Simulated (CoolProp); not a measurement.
Vapour-liquid equilibrium of dimethyl ether (1) + R236EA (2) at 0.607 MPa; x and y are mole fractions of (1).

Values from CoolProp's multi-fluid Helmholtz-energy mixture model, Wu 2011 and Rui 2013; pair parameters Bell 2016.

```csv
x,"bubble temperature, mixture model (K)","bubble temperature, Raoult's law (K)","y, mixture model","y, Raoult's law"
0.05,333.2,330.9,0.055,0.113
0.125,332.7,327.3,0.143,0.260
0.2,332.0,324.0,0.237,0.385
0.275,330.9,320.9,0.339,0.490
0.35,329.3,318.0,0.446,0.581
0.425,327.1,315.3,0.555,0.658
0.5,324.2,312.8,0.660,0.725
0.575,320.8,310.4,0.755,0.784
0.65,316.9,308.1,0.836,0.834
0.725,312.7,306.0,0.899,0.878
0.8,308.5,304.0,0.944,0.917
0.875,304.5,302.1,0.974,0.951
0.95,301.1,300.3,0.993,0.982
```

The largest gap from Raoult's law is +11.8 K in bubble temperature, at x = 0.425. No azeotrope shows between x = 0.05 and 0.95.

Pair parameters are fitted to limited data, so mixtures are less certain than the pure fluids.
